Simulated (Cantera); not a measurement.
Mixture: 34.7 % H2, 8.27 % O2, 57.0 % N2, at 7500 Torr, adiabatic and at constant volume. Ignition delay is the time to a rise of 400 K.

Computed with Cantera and GRI-Mech 3.0 (53 species, 325 reactions). The hydrogen kinetics of GRI-Mech 3.0 are dated; newer H2 mechanisms differ, most at raised pressure. Where the delays flatten at high temperature, the 400 K rule measures the pace of heat release, not the induction time.

Q: Predict: delay at 1323 K; delay at 1523 K; delay at 1723 K; delay at 1923 K.

A: 
```json
{
 "delay at 1323 K": "5.88 µs",
 "delay at 1523 K": "1.96 µs",
 "delay at 1723 K": "1.12 µs",
 "delay at 1923 K": "0.806 µs"
}
```
